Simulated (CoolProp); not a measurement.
The numbers come from the reference Helmholtz-energy equation of state, de Reuck 1990 in CoolProp.

Q: For fluorine, give the phase and the Joule-Thomson coefficient (K/MPa) at 300 K and 0.535 MPa; 300 K and 3.64 MPa; 300 K and 6.91 MPa.

A: 
- 300 K and 0.535 MPa: gas; Joule-Thomson coefficient 1.88
- 300 K and 3.64 MPa: gas; Joule-Thomson coefficient 1.77
- 300 K and 6.91 MPa: supercritical; Joule-Thomson coefficient 1.58
